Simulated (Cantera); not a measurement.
ZrN + N2 (sublimation and decomposition of ceramics)

A closed system holds: 1 mol ZrN, 0.19 mol N2.

Method: chemical equilibrium by Gibbs-energy minimisation in Cantera with the NASA 1993 tables (ideal gas, pure condensed phases). Candidate condensed phases: Zr, ZrN; 4 gas species. ZrN: taken at fixed stoichiometry. Condensed phases not in the tables: N, O or C dissolved in the metal. Kinetics and transport are ignored.

Stable condensed phases:

```
T in K \ P in Pa
               1      10     100    1000   10000  100000 1000000
   2948        A       A       B       B       B       B       B
   2898        A       A       B       B       B       B       B
   2848        A       A       B       B       B       B       B
   2798        A       C       B       B       B       B       B
   2748        A       B       B       B       B       B       B
   2698        A       B       B       B       B       B       B
   2648        A       B       B       B       B       B       B
   2598        A       B       B       B       B       B       B
   2548        B       B       B       B       B       B       B
   2498        B       B       B       B       B       B       B
   2448        B       B       B       B       B       B       B
   2398        B       B       B       B       B       B       B
```

A: gas only; B: ZrN; C: Zr.
